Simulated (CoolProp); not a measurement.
Saturation properties of n-butane (Tc = 152.0 °C, pc = 3.796 MPa, ω = 0.201).

Computed with CoolProp (reference Helmholtz-energy equation of state, Bücker 2006).

```csv
T (°C),p (MPa),vapour density (kg/m³),liquid conductivity (mW/(m K))
56.45,0.5846,14.40,92.6
59.65,0.6328,15.58,91.4
62.95,0.6855,16.87,90.3
66.25,0.7415,18.26,89.1
69.45,0.7989,19.70,88.0
72.75,0.8615,21.27,86.9
76.05,0.9276,22.96,85.8
79.25,0.9952,24.71,84.7
82.55,1.069,26.64,83.7
85.85,1.146,28.69,82.6
89.05,1.225,30.83,81.6
92.35,1.311,33.19,80.6
```

It boils at -0.5 °C under 1 atm.

Thermal conductivity comes from a separate model (Perkins 2002).
